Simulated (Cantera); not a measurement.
## Thermodynamics of silicon oxide and oxynitride deposition, feed Si2H6 + O3 + N2

Feed: 1 mol Si2H6, a varied amount of O3, 12 mol N2, equilibrated at 750 °C and 0.510 Torr.

Equilibrium computed with Cantera from the NASA thermochemical tables; the gas is ideal and each condensed phase is pure. Candidate condensed phases: H2O, Si, SiO2, Si2N2O, Si3N4; 35 gas species. The feed counts by its element totals alone. N2 is the only nitrogen source here; it is nearly inert below about 1500 K, so the nitride shown seldom forms there in practice. Mutual solubility and eutectic melting of coexisting phases are not modelled. The numbers say what is thermodynamically allowed, not how fast it happens.

| n(O3) (mol) | x N2 | x O2 | x H2 | x H2O | x NO | x OH | n Si2N2O(s) | n Si3N4(s) | n SiO2(β-quartz) |
|---|---|---|---|---|---|---|---|---|---|
| 0.26 | 0.785 | <1e-12 | 0.215 | 1.93e-12 | <1e-12 | <1e-12 | 0.780 | 0.147 | 0 |
| 0.76 | 0.792 | <1e-12 | 0.208 | 2.84e-6 | <1e-12 | <1e-12 | 0.573 | 0 | 0.853 |
| 1.3 | 0.800 | <1e-12 | 0.200 | 2.74e-6 | <1e-12 | <1e-12 | 0.0333 | 0 | 1.93 |
| 1.8 | 0.800 | <1e-12 | 0.107 | 0.0933 | <1e-12 | 1.20e-10 | 0 | 0 | 2.00 |
| 2.3 | 0.800 | <1e-12 | 0.00667 | 0.193 | 1.68e-11 | 9.94e-10 | 0 | 0 | 2.00 |
| 2.7 | 0.772 | 0.0354 | 6.75e-9 | 0.193 | 1.63e-5 | 9.86e-7 | 0 | 0 | 2.00 |
| 3.2 | 0.736 | 0.0797 | 4.29e-9 | 0.184 | 2.39e-5 | 1.18e-6 | 0 | 0 | 2.00 |
| 3.7 | 0.704 | 0.120 | 3.34e-9 | 0.176 | 2.87e-5 | 1.28e-6 | 0 | 0 | 2.00 |
| 4.2 | 0.674 | 0.157 | 2.80e-9 | 0.169 | 3.21e-5 | 1.34e-6 | 0 | 0 | 2.00 |
| 4.7 | 0.647 | 0.191 | 2.43e-9 | 0.162 | 3.47e-5 | 1.38e-6 | 0 | 0 | 2.00 |
| 5.2 | 0.622 | 0.223 | 2.17e-9 | 0.155 | 3.67e-5 | 1.40e-6 | 0 | 0 | 2.00 |
| 5.7 | 0.598 | 0.252 | 1.96e-9 | 0.150 | 3.83e-5 | 1.42e-6 | 0 | 0 | 2.00 |
x: gas mole fraction; n: condensed amount in mol.

At 0.26 mol O3 the condensed part is Si2N2O(s) + Si3N4(s). From 0.76 mol O3 to 1.3 mol O3 the condensed part is SiO2(β-quartz) + Si2N2O(s). From 1.8 mol O3 to 5.7 mol O3 the condensed part is SiO2(β-quartz).
